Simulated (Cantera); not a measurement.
Cantera with NASA thermochemical tables; ideal gases at 1 bar, condensed phases pure. Values are per mole of reaction as written; species without (g) are pure solids or liquids, kept so even where they would boil at 1 bar.

**Question.** Between 500 and 625 K, where is each reaction favourable under standard conditions?
- 2 Ti + 3 O(g) ⇌ Ti2O3

**Answer.** 
- 2 Ti + 3 O(g) ⇌ Ti2O3: ΔG° is -2034 kJ at 500 K and -1976 kJ at 625 K; it stays negative (K > 1). ΔH° is -2265 kJ and ΔS° -462 J/K at 625 K.
